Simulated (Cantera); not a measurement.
Cantera run:

```python
import numpy as np
import cantera as ct

gas_names = """
    AL ALH ALN ALO ALOH ALO2 ALO2H AL2 AL2O AL2O2 H HALO HNO HNO2 HNO3 HO2 H2 H2O H2O2 N NH NH2 NH3
    NH2OH NO NO2 NO3 N2 N2H2 N2H4 N2O O OH O2 O3
""".split()
cond_names = """
    AL(cr) AL(L) ALN(s) AL2O3(a) AL2O3(L) H2O(s) H2O(L)
""".split()


# ... load() reads the species with a 1 bar reference pressure and builds the phases ...
atoms = {
    'Al': {'AL': 1},
    'N2O': {'N': 2, 'O': 1},
    'H2': {'H': 2},
}
top_T = {'ALN(s)': 2750}  # K; cautious upper limits of use, not melting points


# ... equilibrate(T, P, feed) seeds the gas with the atoms and calls Mixture.equilibrate('TP', solver="vcs", rtol=1e-11, max_steps=5000) ...
results = []
feed = {'Al': 1, 'N2O': 7.4, 'H2': 1}  # mol
P = 133.322  # Pa
for T in [800, 950, 1100, 1250, 1400, 1550, 1700, 1850, 2000]:
    mix = equilibrate(T, P, feed)
    results.append((T, P, feed, dict(zip(mix.species_names, mix.species_moles))))
    x = sorted(zip(gas.X, gas.species_names), reverse=True)
    print(f"T = {T:g} K  P = {P:g} Pa  gas = {mix.phase_moles(0):.4g} mol")
    print("   x: " + "  ".join(f"{s} {v:.3e}" for v, s in x if v > 1e-06))
    print("   condensed (mol): " + ("  ".join(f"{mix.phase(i).name} {mix.phase_moles(i):.4g}"
          for i in range(1, mix.n_phases) if mix.phase_moles(i) > 1e-12) or "none"))
```

Output:

```
T = 800 K  P = 133.322 Pa  gas = 10.85 mol
   x: N2 6.820e-01  O2 2.258e-01  H2O 9.217e-02  NO 1.933e-06
   condensed (mol): AL2O3(a) 0.5
T = 950 K  P = 133.322 Pa  gas = 10.85 mol
   x: N2 6.820e-01  O2 2.258e-01  H2O 9.217e-02  NO 1.692e-05
   condensed (mol): AL2O3(a) 0.5
T = 1100 K  P = 133.322 Pa  gas = 10.85 mol
   x: N2 6.820e-01  O2 2.258e-01  H2O 9.216e-02  NO 8.199e-05  OH 3.478e-06
   condensed (mol): AL2O3(a) 0.5
T = 1250 K  P = 133.322 Pa  gas = 10.85 mol
   x: N2 6.819e-01  O2 2.257e-01  H2O 9.215e-02  NO 2.721e-04  OH 2.940e-05
   condensed (mol): AL2O3(a) 0.5
T = 1400 K  P = 133.322 Pa  gas = 10.85 mol
   x: N2 6.816e-01  O2 2.254e-01  H2O 9.208e-02  NO 6.982e-04  OH 1.574e-04  O 1.231e-05  H2 2.400e-06
   condensed (mol): AL2O3(a) 0.5
T = 1550 K  P = 133.322 Pa  gas = 10.85 mol
   x: N2 6.811e-01  O2 2.248e-01  H2O 9.182e-02  NO 1.491e-03  OH 6.081e-04  O 1.016e-04  H2 1.917e-05  H 3.776e-06
   condensed (mol): AL2O3(a) 0.5
T = 1700 K  P = 133.322 Pa  gas = 10.86 mol
   x: N2 6.801e-01  O2 2.235e-01  H2O 9.104e-02  NO 2.780e-03  OH 1.844e-03  O 5.788e-04  H2 1.060e-04  H 4.154e-05
   condensed (mol): AL2O3(a) 0.5
T = 1850 K  P = 133.322 Pa  gas = 10.88 mol
   x: N2 6.778e-01  O2 2.207e-01  H2O 8.900e-02  NO 4.662e-03  OH 4.626e-03  O 2.481e-03  H2 4.397e-04  H 3.094e-04
   condensed (mol): AL2O3(a) 0.5
T = 2000 K  P = 133.322 Pa  gas = 10.95 mol
   x: N2 6.725e-01  O2 2.147e-01  H2O 8.414e-02  OH 9.880e-03  O 8.491e-03  NO 7.154e-03  H 1.687e-03  H2 1.435e-03  ALO2H 2.271e-06
   condensed (mol): AL2O3(a) 0.5
```

Equilibrium computed with Cantera from the NASA thermochemical tables; the gas is ideal and each condensed phase is pure.
